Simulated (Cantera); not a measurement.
## Halide evaporation, hydrolysis and transport: NaCl + H₂

Feed: 1 mol NaCl, 0.23 mol H₂, at 1330 Pa.

Cantera equilibrium calculation (NASA polynomials, part measured and part estimated; ideal gas, pure solids and liquids). Candidate condensed phases: Na, NaCl; 10 gas species. Rates play no part.

```csv
T (°C),log p H₂,log p NaCl,log p Na₂Cl₂,log p HCl,log p Na,log p H,n NaCl(l)
827,-1.90,-3.23,-3.59,-5.58,-5.58,-8.54,0.979
852,-1.92,-3.03,-3.40,-5.39,-5.39,-8.31,0.967
877,-1.95,-2.85,-3.23,-5.20,-5.20,-8.10,0.947
902,-1.99,-2.67,-3.07,-5.03,-5.03,-7.90,0.914
927,-2.05,-2.50,-2.91,-4.87,-4.87,-7.73,0.856
952,-2.15,-2.34,-2.77,-4.73,-4.73,-7.58,0.737
977,-2.36,-2.18,-2.63,-4.62,-4.62,-7.49,0.411
1002,-2.53,-2.10,-2.62,-4.54,-4.54,-7.40,0
1027,-2.55,-2.07,-2.71,-4.45,-4.45,-7.23,0
1052,-2.56,-2.05,-2.82,-4.37,-4.37,-7.07,0
1077,-2.57,-2.03,-2.92,-4.29,-4.29,-6.91,0
1102,-2.58,-2.02,-3.03,-4.22,-4.22,-6.76,0
1127,-2.59,-2.00,-3.14,-4.15,-4.15,-6.61,0
```
log p: log10 of the partial pressure in bar; n: condensed amount in mol.

From 827 °C to 977 °C the condensed part is NaCl(l). From 1002 °C to 1127 °C nothing is condensed. The main Na-bearing gas is NaCl throughout.
